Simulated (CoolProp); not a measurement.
Saturation properties of dimethyl carbonate.

Model: reference Helmholtz-energy equation of state, Zhou 2011, in CoolProp.

```csv
T (°C),p (MPa),liquid density (kg/m³),vapour density (kg/m³),liquid cp (kJ/(kg K)),surface tension (mN/m)
147.65,0.4745,…,13.41,2.125,11.6
150.65,0.5075,…,14.31,2.135,11.3
153.75,0.5435,876.8,15.29,2.146,10.9
156.75,0.5801,871.8,…,2.157,10.6
159.85,0.6199,866.6,17.39,…,10.2
162.85,0.6604,861.5,18.50,2.179,9.88
165.95,…,856.2,19.71,2.190,…
168.95,0.7488,851.0,20.94,2.202,9.20
172.05,0.7971,845.6,22.28,2.214,8.85
175.15,…,840.1,23.70,2.227,8.51
178.15,0.8989,834.7,25.13,2.240,8.19
181.25,0.9543,829.1,26.69,2.253,7.86
```

Q: Complete the blanks.

A: 
- 147.65, liquid density (kg/m³): 886.8
- 150.65, liquid density (kg/m³): 881.9
- 156.75, vapour density (kg/m³): 16.30
- 159.85, liquid cp (kJ/(kg K)): 2.168
- 165.95, p (MPa): 0.7043
- 165.95, surface tension (mN/m): 9.53
- 175.15, p (MPa): 0.8477

It boils at 90.1 °C under 1 atm.

Surface tension comes from a separate correlation (Mulero 2014).
